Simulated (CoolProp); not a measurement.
Vapour-liquid equilibrium of isohexane (1) + n-heptane (2) at 0.0212 MPa; x and y are mole fractions of (1).

Model: multi-fluid Helmholtz-energy mixture model, Lemmon 2006 and Span 2003; pair parameters Bell 2016, in CoolProp.

Give the bubble temperature and the first vapour's composition at x = 0.125, 0.2, 0.425. Is there an azeotrope?

x = 0.125: 318.4 K, y = 0.357; x = 0.2: 314.6 K, y = 0.499; x = 0.425: 305.7 K, y = 0.757. No azeotrope shows between x = 0.05 and 0.95.

Pair parameters are fitted to limited data, so mixtures are less certain than the pure fluids.
